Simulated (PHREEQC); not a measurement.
## Buffer: an equilibrium model

Solution (20 °C): 0.014 mol/kgw HF, 0.19 mol/kgw Na2HPO4 and 5.9e-05 mol/kgw KCl. Closed to the air; pH follows from the charge balance.

All values are PHREEQC results (ion-association model, wateq4f.dat), not measurements.

Each row changes one thing in this solution. Precipitation was switched off in this run.

```csv
case,pH,ionic strength (mol/kgw),Na+ (mol/kgw),HPO4-2 (mol/kgw),NaHPO4- (mol/kgw),H2PO4- (mol/kgw),SI of Halite (NaCl)
as made,7.75,0.508,0.355,0.152,0.0234,0.0140,-6.59
temperature from 20 to 50 °C,7.66,0.511,0.357,0.154,0.0220,0.0140,-6.67
HF from 0.014 to 0.0014 mol/kgw,8.71,0.519,0.355,0.163,0.0249,0.00164,-6.59
diluted 100-fold with water,8.21,0.00554,0.00379,0.00175,9.48e-6,0.000141,-10.29
Na2HPO4 from 0.19 to 0.171 mol/kgw,7.72,0.459,0.321,0.137,0.0197,0.0140,-6.63
temperature from 20 to 70 °C,7.60,0.513,0.358,0.155,0.0208,0.0141,-6.72
```

H3PO4, which wateq4f.dat lacks, is added to it with the constant of phreeqc.dat. Away from 25 °C the constants follow the database's enthalpies or fits; those with neither stay at their 25 °C values.
